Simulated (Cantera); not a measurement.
Input: 1 mol CH3Cl, 0.39 mol HCl, 3 mol H2, equilibrated at 1875 °C and 6.20 Pa.

These are equilibrium values from Cantera (NASA tables, ideal gas, pure condensed phases), not measurements of a reactor. Candidate condensed phases: C, C6H6, C7H8, C8H18; 91 gas species. The numbers say what is thermodynamically allowed, not how fast it happens.

**Question.** What is the equilibrium state?

**Answer.** 
- x(H2): 0.444
- x(H): 0.353
- x(HCl): 0.128
- x(Cl): 0.0746
- x(C2H2 (acetylene)): 0.000850
- x(C2H): 2.02e-5
- x(C3): 1.32e-5
- x(C): 9.55e-6
- x(C2HCl): 1.45e-6
- n(C(graphite)): 0.988 mol
- gas amount: 6.854 mol
